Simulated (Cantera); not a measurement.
# Thermodynamics of iron carbonyl, mercury and lead vapours, feed Pb + O2 + N2 + H2

Input: 1 mol Pb, 1.2 mol O2, 4.9 mol N2, 0.35 mol H2.

Equilibrium computed with Cantera from the NASA thermochemical tables; the gas is ideal and each condensed phase is pure. Candidate condensed phases: H2O, Pb, PbO, PbO2, Pb3O4; 27 gas species. The numbers say what is thermodynamically allowed, not how fast it happens.

Map the stable condensed phases over T = 475, 550, 625, 700, 775, 850, 925, 1000, 1075, 1150, 1225, 1300, 1375 K and P in Pa = 10, 68, 460, 3200, 22000, 150000, 1000000.


```
T in K \ P in Pa
              10      68     460    3200   22000  150000 1000000
   1375        A       A       A       B       B       B       B
   1300        A       A       B       B       B       B       B
   1225        A       A       B       B       B       B       B
   1150        A       B       B       B       B       B       B
   1075        B       B       B       B       B       B       B
   1000        B       B       B       B       B       B       B
    925        B       B       B       B       B       B       B
    850        B       B       B       B       B       B       B
    775        B       B       B       B       B       B       B
    700        B       B       B       B       B       B       B
    625        B       B       B       B       B       C       D
    550        B       B       B       B       D       D       D
    475        B       B       D       D       D       D       E
```
A: gas only; B: PbO; C: PbO + Pb3O4; D: Pb3O4; E: PbO2 + Pb3O4.
